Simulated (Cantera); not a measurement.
A Cantera script and its output.

```python
import numpy as np
import cantera as ct

gas = ct.Solution("gri30.yaml")
gas.TPX = 950, 210000, {'CO': 0.026, 'O2': 0.052, 'H2O': 0.0021, 'N2': 1}
reactor = ct.IdealGasConstPressureReactor(gas, energy="off", clone=False)
net = ct.ReactorNet([reactor])
net.rtol, net.atol = 1e-08, 1e-18
show = ['CO', 'O2', 'H2O', 'N2O', 'NO2']
times = np.geomspace(0.0002, 5, 9)

steps = ct.SolutionArray(gas, extra=["t"])
rows = []
print(f"{'t/s':>10s}{'T/K':>9s}{'P/Pa':>11s}" + "".join(f"{s:>11s}" for s in show))
for t in times:
    while net.time < t:
        t_next = net.step()
        steps.append(gas.state, t=t_next)
    rows.append([np.interp(t, steps.t, y) for y in (steps.T, steps.P, *steps(*show).X.T)])
    print(f"{t:10.3e}{rows[-1][0]:9.1f}{rows[-1][1]:11.4g}" + "".join(f"{x:11.3e}" for x in rows[-1][2:]))
rate = np.gradient(steps.T, steps.t)
print("integrator steps:", len(steps.t))
if steps.T.max() > steps.T[0] + 200:
    print(f"time of steepest temperature rise: {steps.t[rate.argmax()]:.4e} s")
gas.TPX = 950, 210000, {'CO': 0.026, 'O2': 0.052, 'H2O': 0.0021, 'N2': 1}
gas.equilibrate("TP")
print(f"equilibrium (TP): T = {gas.T:.1f} K  " + "  ".join(f"{s} {gas[s].X[0]:.3e}" for s in show))
```

Result:

```
       t/s      T/K       P/Pa         CO         O2        H2O        N2O        NO2
 2.000e-04    950.0    2.1e+05  2.407e-02  4.814e-02  1.944e-03  5.062e-15  1.309e-29
 7.092e-04    950.0    2.1e+05  2.407e-02  4.814e-02  1.944e-03  5.067e-14  2.018e-27
 2.515e-03    950.0    2.1e+05  2.407e-02  4.814e-02  1.944e-03  3.473e-13  2.567e-25
 8.918e-03    950.0    2.1e+05  2.407e-02  4.814e-02  1.944e-03  1.581e-12  2.278e-23
 3.162e-02    950.0    2.1e+05  2.407e-02  4.814e-02  1.944e-03  6.636e-12  2.376e-21
 1.121e-01    950.0    2.1e+05  2.407e-02  4.814e-02  1.944e-03  3.663e-11  6.710e-19
 3.976e-01    950.0    2.1e+05  2.404e-02  4.813e-02  1.944e-03  6.459e-10  2.809e-15
 1.410e+00    950.0    2.1e+05  2.327e-02  4.776e-02  1.943e-03  1.500e-08  2.187e-12
 5.000e+00    950.0    2.1e+05  1.958e-02  4.598e-02  1.942e-03  8.355e-08  6.520e-11
integrator steps: 493
equilibrium (TP): T = 950.0 K  CO 9.003e-13  O2 3.654e-02  H2O 1.968e-03  N2O 1.100e-09  NO2 3.754e-07
```

Computed with Cantera and GRI-Mech 3.0 (53 species, 325 reactions).
